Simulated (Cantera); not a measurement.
A perfectly stirred reactor is fed with 6.11 % CH4, 2.20 % C2H6, 0.598 % C3H8, 19.0 % O2, 72.0 % N2, at 280000 Pa; it is adiabatic with a 700 K inlet, and is followed from long to short residence time, starting on the burning branch (τ in s: 0.094, 0.036, 0.013, 0.005, 0.0019, 0.00071, 0.00027, 0.0001, 3.8e-05, 1.4e-05).

Detailed kinetics in Cantera: GRI-Mech 3.0 (53 species, 325 reactions).

Problem. Predict: blow-out, bracketed by the residence times tried; x(CH4) at τ = 94.0 ms; x(C2H6) at τ = 94.0 ms; x(C3H8) at τ = 94.0 ms; x(H2) at τ = 94.0 ms; x(CO2) at τ = 94.0 ms; x(CH4) at τ = 0.710 ms; x(C2H6) at τ = 0.710 ms; x(C3H8) at τ = 0.710 ms; x(H2) at τ = 0.710 ms; x(CO2) at τ = 0.710 ms.

Solution. 
```json
{
  "blow_out_bracketed_by_the_residence_times_tried": "burning at 38.0 µs, out at 14.0 µs",
  "x(CH4) at τ = 94.0 ms": "1.77e-6",
  "x(C2H6) at τ = 94.0 ms": "2.23e-8",
  "x(C3H8) at τ = 94.0 ms": "7.27e-9",
  "x(H2) at τ = 94.0 ms": "0.0233",
  "x(CO2) at τ = 94.0 ms": "0.0647",
  "x(CH4) at τ = 0.710 ms": "4.79e-5",
  "x(C2H6) at τ = 0.710 ms": "2.27e-6",
  "x(C3H8) at τ = 0.710 ms": "5.42e-7",
  "x(H2) at τ = 0.710 ms": "0.0254",
  "x(CO2) at τ = 0.710 ms": "0.0610"
}
```
